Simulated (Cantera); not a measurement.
**Premixed flame**

A freely propagating, adiabatic, planar premixed flame of 10.9 % CH4, 0.404 % H2, 22.1 % O2, 66.6 % N2, equivalence ratio 1.00, unburnt at 400 K and 1430 Torr; mixture-averaged transport, grid criteria slope 0.08 and curve 0.16, no radiation.

Model: GRI-Mech 3.0 (53 species, 325 reactions), integrated in Cantera. Burning velocities carry a grid error of a few per cent, more on coarse grids.

| z (mm) | T (K) | u (m/s) | x CH4 | x H2 | x O2 | x C2H4 | x N2O | x H2O2 |
|---|---|---|---|---|---|---|---|---|
| -0.546 | 400 | 0.753 | 0.109 | 0.00454 | 0.220 | <1e-8 | <1e-8 | <1e-8 |
| -0.364 | 402 | 0.757 | 0.109 | 0.00590 | 0.220 | 1.14e-7 | <1e-8 | 1.65e-7 |
| -0.273 | 408 | 0.771 | 0.108 | 0.00778 | 0.219 | 8.65e-7 | <1e-8 | 9.41e-7 |
| -0.182 | 466 | 0.885 | 0.104 | 0.0120 | 0.215 | 1.32e-5 | <1e-8 | 7.89e-6 |
| -0.0909 | 939 | 1.81 | 0.0743 | 0.0196 | 0.176 | 0.000244 | 1.59e-8 | 3.32e-5 |
| -0.0455 | 1423 | 2.78 | 0.0408 | 0.0233 | 0.128 | 0.000568 | 4.60e-8 | 1.75e-5 |
| 0 | 1860 | 3.66 | 0.00966 | 0.0234 | 0.0722 | 0.000372 | 9.81e-8 | 2.34e-6 |
| 0.0455 | 2044 | 4.02 | 0.000694 | 0.0185 | 0.0403 | 2.05e-5 | 1.58e-7 | 6.51e-7 |
| 0.0909 | 2102 | 4.12 | 2.50e-5 | 0.0157 | 0.0293 | 2.56e-7 | 1.96e-7 | 4.60e-7 |
| 0.182 | 2170 | 4.22 | 4.41e-8 | 0.0146 | 0.0233 | <1e-8 | 2.13e-7 | 3.79e-7 |
| 0.364 | 2252 | 4.36 | <1e-8 | 0.0131 | 0.0196 | <1e-8 | 2.22e-7 | 3.00e-7 |
| 0.728 | 2336 | 4.50 | <1e-8 | 0.0107 | 0.0162 | <1e-8 | 2.40e-7 | 2.40e-7 |
| 1.46 | 2403 | 4.60 | <1e-8 | 0.00865 | 0.0133 | <1e-8 | 2.57e-7 | 2.08e-7 |
x: mole fraction of selected species; z is measured from the peak of heat release.

```json
{
  "laminar_burning_velocity": "75.3 cm/s",
  "thermal_thickness": "0.182 mm",
  "peak x(C2H4)": "0.000621",
  "peak x(H2O2)": "3.35e-5",
  "grid_points": "155"
}
```
